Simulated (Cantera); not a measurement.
Feed: 1 mol SiC, 0.49 mol N₂O, 120 mol H₂, equilibrated at 1773.15 K and 10.0 mbar.

Method: chemical equilibrium by Gibbs-energy minimisation in Cantera with the NASA 1993 tables (ideal gas, pure condensed phases). Candidate condensed phases: C, C₆H₆, C₇H₈, C₈H₁₈, H₂O, Si, SiC, SiO₂, Si₂N₂O, Si₃N₄; 151 gas species. Kinetics and transport are ignored.

Base state: H₂ 0.989, N₂ 0.00403, H 0.00283, CO 0.00205, SiO 0.00200, Si 6.25e-5, HCN 2.46e-5 (mole fractions); condensed: SiC(s).

### Question
What changes in the equilibrium state with this change: pressure from 10.0 mbar to 17.0 mbar?

### Answer
| species | before | after |
|---|---|---|
| H₂ | 0.989 | 0.990 |
| N₂ | 0.00403 | 0.00403 |
| H | 0.00283 | 0.00217 |
| Si | 6.25e-5 | 3.70e-5 |
| SiO | 0.00200 | 0.00201 |
| CO | 0.00205 | 0.00203 |
| HCN | 2.46e-5 | 2.45e-5 |
| SiC(s), mol | 0.749 | 0.750 |

### Question
What changes in the equilibrium state with this change: N₂O from 0.49 to 0.03 mol?

### Answer
```
species       before     after
-----------  -------  --------
H₂             0.989     0.997
H            0.00283   0.00284
N₂           0.00403  0.000246
SiO          0.00200   9.82e-5
CO           0.00205  0.000151
HCN          2.46e-5   7.48e-6
Si           6.25e-5   5.10e-5
SiC(s), mol    0.749     0.980
```
